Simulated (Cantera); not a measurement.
Input (Python, Cantera):

```python
import numpy as np
import cantera as ct

gas = ct.Solution("gri30.yaml")
gas.TPX = 2025, 23000, {'CH4': 1, 'H2O': 1.9, 'N2': 0.083}
inlet = ct.Reservoir(gas, clone=True)

reactor = ct.IdealGasConstPressureReactor(gas, energy="off", clone=False)
exhaust = ct.Reservoir(gas, clone=True)
tau = [1.2, 0.62, 0.33, 0.17, 0.09, 0.047, 0.025, 0.013, 0.0068, 0.0036][0]
for a, b in ((inlet, reactor), (reactor, exhaust)):
    ct.MassFlowController(a, b, mdot=lambda t: reactor.mass / tau)
net = ct.ReactorNet([reactor])
show = ['CH4', 'H2O', 'H', 'HO2', 'O2']

rows = []
print(f"{'tau/s':>10s}{'T/K':>9s}" + "".join(f"{s:>11s}" for s in show))
for tau in [1.2, 0.62, 0.33, 0.17, 0.09, 0.047, 0.025, 0.013, 0.0068, 0.0036]:
    net.initial_time = 0.0
    net.advance(30 * tau)
    before = gas.X
    net.advance(40 * tau)
    drift = np.max(np.abs(gas.X - before) / (gas.X + 1e-9))
    rows.append([gas.T, *gas[show].X, drift])
    print(f"{tau:10.3e}{gas.T:9.1f}" + "".join(f"{x:11.3e}" for x in gas[show].X))
```

It prints:

```
     tau/s      T/K        CH4        H2O          H        HO2         O2
 1.200e+00   2025.0  1.762e-03  1.731e-01  2.921e-03  2.403e-11  3.680e-08
 6.200e-01   2025.0  2.908e-03  1.773e-01  2.891e-03  2.490e-11  3.791e-08
 3.300e-01   2025.0  4.483e-03  1.847e-01  2.851e-03  2.665e-11  4.009e-08
 1.700e-01   2025.0  6.766e-03  1.983e-01  2.790e-03  3.013e-11  4.424e-08
 9.000e-02   2025.0  9.685e-03  2.186e-01  2.707e-03  3.587e-11  5.078e-08
 4.700e-02   2025.0  1.358e-02  2.479e-01  2.593e-03  4.509e-11  6.077e-08
 2.500e-02   2025.0  1.849e-02  2.842e-01  2.452e-03  5.787e-11  7.404e-08
 1.300e-02   2025.0  2.522e-02  3.279e-01  2.273e-03  7.472e-11  9.112e-08
 6.800e-03   2025.0  3.428e-02  3.736e-01  2.066e-03  9.286e-11  1.099e-07
 3.600e-03   2025.0  4.668e-02  4.171e-01  1.841e-03  1.083e-10  1.274e-07
```

Computed with Cantera and GRI-Mech 3.0 (53 species, 325 reactions).
